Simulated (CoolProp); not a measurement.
Values from CoolProp's reference Helmholtz-energy equation of state, Platzer 1990. This equation is an older, rougher fit.

For c-C4F8 (RC318), give the phase and the cv (kJ/(kg K)), viscosity (µPa s) at 64.85 °C and 1.01 bar.


- 64.85 °C and 1.01 bar: gas; cv 0.803, viscosity 13.0

Viscosity comes from a separate model (Huber 2003), an estimate that may be off by 10 % or more.
